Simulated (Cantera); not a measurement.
## Ignition delay

Mixture: CH4 : H2 : O2 : N2 = 1 : 0.23 : 1.92 : 7.23 (molar parts), at 12.8 atm, adiabatic and at constant pressure. Ignition delay is the time to a rise of 400 K.

Cantera simulation using GRI-Mech 3.0 (53 species, 325 reactions); the numbers are that mechanism's predictions, not measurements. The pressure lies above the range GRI-Mech 3.0 was tuned for (to about 10 atm). Below about 1000 K GRI-Mech 3.0 lacks low-temperature oxidation paths.

| T0 (K) | delay (ms) |
|---|---|
| 975 | 21.4 |
| 1075 | 2.90 |
| 1175 | 0.771 |
| 1275 | 0.319 |
| 1375 | 0.151 |
| 1475 | 0.0736 |
| 1575 | 0.0365 |
| 1675 | 0.0187 |

```yaml
apparent activation energy between 1475 and 1675 K: 140 kJ/mol
```
